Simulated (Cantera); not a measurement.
Input: 1 mol Pb, a varied amount of O2, 76 mol N2, held at 1225 °C and 1.00 Torr.

Method: chemical equilibrium by Gibbs-energy minimisation in Cantera with the NASA 1993 tables (ideal gas, pure condensed phases). Candidate condensed phases: Pb, PbO, PbO2, Pb3O4; 12 gas species. The numbers say what is thermodynamically allowed, not how fast it happens.

At 0.0085 mol O2, list the 3 most abundant gas species with their mole fractions, and the condensed phases.

N2 0.987, Pb 0.0128, PbO 0.000205. Condensed: gas only.
